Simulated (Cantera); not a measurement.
Input (Python, Cantera):

```python
import numpy as np
import cantera as ct

gas = ct.Solution("gri30.yaml")
gas.TPX = 1675, 1600000, {'CH4': 1, 'CO': 0.18, 'O2': 3.37, 'N2': 27}
reactor = ct.IdealGasConstPressureReactor(gas, energy="on", clone=False)
net = ct.ReactorNet([reactor])
net.rtol, net.atol = 1e-08, 1e-16
show = ['CH4', 'CO', 'O2', 'CH2CO', 'HCO']
times = np.geomspace(1e-06, 0.8, 12)

steps = ct.SolutionArray(gas, extra=["t"])
rows = []
print(f"{'t/s':>10s}{'T/K':>9s}{'P/Pa':>11s}" + "".join(f"{s:>11s}" for s in show))
for t in times:
    while net.time < t:
        t_next = net.step()
        steps.append(gas.state, t=t_next)
    rows.append([np.interp(t, steps.t, y) for y in (steps.T, steps.P, *steps(*show).X.T)])
    print(f"{t:10.3e}{rows[-1][0]:9.1f}{rows[-1][1]:11.4g}" + "".join(f"{x:11.3e}" for x in rows[-1][2:]))
rate = np.gradient(steps.T, steps.t)
print("integrator steps:", len(steps.t))
if steps.T.max() > steps.T[0] + 200:
    print(f"time of steepest temperature rise: {steps.t[rate.argmax()]:.4e} s")
gas.TPX = 1675, 1600000, {'CH4': 1, 'CO': 0.18, 'O2': 3.37, 'N2': 27}
gas.equilibrate("HP")
print(f"equilibrium (HP): T = {gas.T:.1f} K  " + "  ".join(f"{s} {gas[s].X[0]:.3e}" for s in show))
```

Output:

```
       t/s      T/K       P/Pa        CH4         CO         O2      CH2CO        HCO
 1.000e-06   1675.0    1.6e+06  3.169e-02  5.705e-03  1.068e-01  2.897e-11  2.012e-11
 3.441e-06   1674.9    1.6e+06  3.166e-02  5.704e-03  1.068e-01  4.645e-10  3.150e-10
 1.184e-05   1675.5    1.6e+06  3.134e-02  5.708e-03  1.066e-01  2.736e-08  1.325e-08
 4.073e-05   1747.1    1.6e+06  1.995e-02  1.015e-02  9.673e-02  1.524e-04  3.910e-06
 1.401e-04   2371.4    1.6e+06  1.324e-17  8.270e-04  4.031e-02  8.828e-19  1.242e-10
 4.822e-04   2370.9    1.6e+06  2.068e-19  8.227e-04  4.019e-02  1.306e-21  1.230e-10
 1.659e-03   2369.2    1.6e+06  2.035e-19  8.185e-04  3.980e-02  1.219e-21  1.215e-10
 5.708e-03   2364.6    1.6e+06  1.962e-19  8.074e-04  3.874e-02  1.121e-21  1.174e-10
 1.964e-02   2357.5    1.6e+06  1.851e-19  7.910e-04  3.713e-02  9.832e-22  1.115e-10
 6.758e-02   2355.1    1.6e+06  1.814e-19  7.857e-04  3.658e-02  9.410e-22  1.096e-10
 2.325e-01   2355.1    1.6e+06  1.814e-19  7.856e-04  3.658e-02  9.406e-22  1.095e-10
 8.000e-01   2355.1    1.6e+06  1.814e-19  7.856e-04  3.658e-02  9.406e-22  1.095e-10
integrator steps: 1700
time of steepest temperature rise: 4.6121e-05 s
equilibrium (HP): T = 2355.1 K  CH4 2.689e-19  CO 7.856e-04  O2 3.658e-02  CH2CO 1.338e-21  HCO 1.095e-10
```

Computed with Cantera and GRI-Mech 3.0 (53 species, 325 reactions). The pressure lies above the range GRI-Mech 3.0 was tuned for (to about 10 atm).
